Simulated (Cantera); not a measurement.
Input: 1 mol AlN, 0.01 mol Cl₂, at 1250 °C and 1.00 bar.

Method: chemical equilibrium by Gibbs-energy minimisation in Cantera with the NASA 1993 tables (ideal gas, pure condensed phases). Candidate condensed phases: Al, AlCl₃, AlN; 11 gas species. The tables' values for AlCl₂ are old estimates; treat these amounts as uncertain. Equilibrium is a limit: real reactors are often held back by kinetics, nucleation or transport.

Base state: AlCl₃ 0.659, N₂ 0.333, AlCl₂ 0.00666, AlCl 0.000480, Al₂Cl₆ 0.000435 (mole fractions); condensed: AlN(s).

What changes in the equilibrium state with this change: 0.032 mol H₂ added?


| species | before | after |
|---|---|---|
| H₂ | 0 | 0.711 |
| AlCl₃ | 0.659 | 0.123 |
| HCl | 0 | 0.0996 |
| N₂ | 0.333 | 0.0632 |
| H | 0 | 1.95e-5 |
| Al₂Cl₆ | 0.000435 | 1.52e-5 |
| AlCl₂ | 0.00666 | 0.00287 |
| AlN(s), mol | 0.993 | 0.995 |
Further candidate phases: NH₄Cl.

What changes in the equilibrium state with this change: pressure from 1.00 bar to 0.180 bar?


| species | before | after |
|---|---|---|
| AlCl₃ | 0.659 | 0.648 |
| N₂ | 0.333 | 0.333 |
| AlCl₂ | 0.00666 | 0.0155 |
| AlCl | 0.000480 | 0.00265 |
| Al₂Cl₆ | 0.000435 | 7.58e-5 |
| Cl | 5.06e-6 | 1.19e-5 |
| AlN(s), mol | 0.993 | 0.993 |
